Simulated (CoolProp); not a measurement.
Aqueous potassium acetate as a coolant, at 33 °C, 1 atm.

Computed with CoolProp (Melinder's fits for secondary coolants).

```tsv
mass %	freezing point (°C)	conductivity (W/(m K))	viscosity (mPa s)	Prandtl number	cp (kJ/(kg K))
3.7	-1.4	0.607	0.820	5.47	4.043
6.7	-2.8	0.596	0.884	5.85	3.939
9.6	-4.3	0.585	0.953	6.26	3.844
12.6	-6.0	0.575	1.03	6.72	3.750
15.5	-7.8	0.565	1.11	7.21	3.663
18.5	-10.0	0.555	1.20	7.76	3.575
21.4	-12.5	0.545	1.30	8.36	3.492
24.4	-15.5	0.535	1.42	9.06	3.409
27.3	-19.1	0.526	1.55	9.85	3.330
30.3	-23.6	0.516	1.72	10.8	3.249
33.2	-28.5	0.506	1.90	11.9	3.172
36.2	-34.3	0.496	2.12	13.2	3.093
```
